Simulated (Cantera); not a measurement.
Feed: 1 mol Si, 7.2 mol HCl, 1.2 mol N2, at 0.133 bar.

Equilibrium computed with Cantera from the NASA thermochemical tables; the gas is ideal and each condensed phase is pure. Candidate condensed phases: NH4Cl, Si, Si3N4; 28 gas species. N2 is the only nitrogen source here; it is nearly inert below about 1500 K, so the nitride shown seldom forms there in practice. Kinetics and transport are ignored.

Which condensed phases are stable at each of these points (T (K)): 950, 975, 1000, 1025, 1050, 1075, 1100, 1125, 1150, 1175, 1200, 1225, 1250, 1275?


```
T (K)  condensed phases  Si condensed (%)
-----  ----------------  ----------------
950            gas only               0.0
975            gas only               0.0
1000           gas only               0.0
1025           gas only               0.0
1050           gas only               0.0
1075           gas only               0.0
1100           gas only               0.0
1125           gas only               0.0
1150           gas only               0.0
1175           gas only               0.0
1200           gas only               0.0
1225           gas only               0.0
1250           Si3N4(s)               0.3
1275           Si3N4(s)               0.5
```

From 950 K to 1225 K nothing is condensed. From 1250 K to 1275 K the condensed part is Si3N4(s).
